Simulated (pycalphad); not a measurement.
**Phase fractions of Si-29.08Sn (at.%)**

All values are pycalphad results on the COST 507 light-alloy database (1999) (1 atm), not direct measurements. The data set is of 1999 and partly superseded. Phase fractions are per mole of atoms.

| T (K) | liquid | diamond (Si) |
|---|---|---|
| 1650 | 1.000 | - |
| 1570 | 0.424 | 0.576 |
| 1490 | 0.342 | 0.658 |
| 1410 | 0.316 | 0.684 |
| 1330 | 0.305 | 0.695 |
| 1250 | 0.299 | 0.701 |
| 1170 | 0.295 | 0.705 |
| 1090 | 0.293 | 0.707 |
| 1010 | 0.292 | 0.708 |
| 930 | 0.291 | 0.709 |
| 850 | 0.291 | 0.709 |
| 770 | 0.291 | 0.709 |
| 690 | 0.291 | 0.709 |
| 610 | 0.291 | 0.709 |
| 530 | 0.291 | 0.709 |
